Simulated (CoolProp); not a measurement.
Vapour-liquid equilibrium of n-butane (1) + R245fa (2) at 365.5 K; x and y are mole fractions of (1).

The numbers come from the multi-fluid Helmholtz-energy mixture model, Bücker 2006 and Akasaka 2015; pair parameters Bell 2016 in CoolProp.

```csv
x,"bubble pressure, mixture model (kPa)","bubble pressure, Raoult's law (kPa)","y, mixture model","y, Raoult's law"
0.05,1189,1075,0.124,0.061
0.15,1384,1100,0.285,0.179
0.25,1514,1125,0.386,0.291
0.35,1599,1150,0.459,0.399
0.45,1648,1174,0.518,0.502
0.55,1672,1199,0.571,0.601
0.65,1670,1224,0.625,0.696
0.75,1639,1249,0.687,0.787
0.85,1565,1273,0.770,0.875
0.95,1422,1298,0.900,0.959
```

The largest gap from Raoult's law is +40.4 % in bubble pressure, at x = 0.45. y crosses x between x = 0.55 and 0.65: the model has an azeotrope there.

Pair parameters are fitted to limited data, so mixtures are less certain than the pure fluids.
